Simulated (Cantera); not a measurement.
A Cantera script and what it prints.

```python
import numpy as np
import cantera as ct

gas_names = """
    CL CL2 H HCL H2 N NH NH2 NH3 N2 N2H2 N2H4 Si SiCL SiCL2 SiCL3 SiCL4 SiH SiHCL3 SiH2 SiH2CL2 SiH3
    SiH3CL SiH4 SiN Si2 Si2N Si3
""".split()
cond_names = """
    NH4CL(a) NH4CL(b) Si(cr) Si(L) Si3N4(a)
""".split()


# ... load() reads the species with a 1 bar reference pressure and builds the phases ...
atoms = {
    'Si2Cl6': {'Si': 2, 'CL': 6},
    'NH3': {'N': 1, 'H': 3},
    'N2': {'N': 2},
}
top_T = {'Si3N4(a)': 2400}  # K; cautious upper limits of use, not melting points


# ... equilibrate(T, P, feed) seeds the gas with the atoms and calls Mixture.equilibrate('TP', solver="vcs", rtol=1e-11, max_steps=5000) ...
results = []
feed = {'Si2Cl6': 1, 'NH3': 2.8, 'N2': 6.8}  # mol
T = 1373  # K
P = 10000  # Pa
mix = equilibrate(T, P, feed)
results.append((T, P, feed, dict(zip(mix.species_names, mix.species_moles))))
x = sorted(zip(gas.X, gas.species_names), reverse=True)
print(f"T = {T:g} K  P = {P:g} Pa  gas = {mix.phase_moles(0):.4g} mol")
print("   x: " + "  ".join(f"{s} {v:.3e}" for v, s in x if v > 0.0001))
print("   condensed (mol): " + ("  ".join(f"{mix.phase(i).name} {mix.phase_moles(i):.4g}"
      for i in range(1, mix.n_phases) if mix.phase_moles(i) > 1e-12) or "none"))
```

It prints:

```
T = 1373 K  P = 10000 Pa  gas = 13.97 mol
   x: N2 5.148e-01  HCL 3.004e-01  H2 1.500e-01  SiCL4 2.735e-02  SiCL3 3.952e-03  SiCL2 2.641e-03  SiHCL3 8.644e-04
   condensed (mol): Si3N4(a) 0.5045
```

These are equilibrium values from Cantera (NASA tables, ideal gas, pure condensed phases), not measurements of a reactor. The feed counts by its element totals alone. The tables' values for SiCl3 are old estimates; treat these amounts as uncertain.
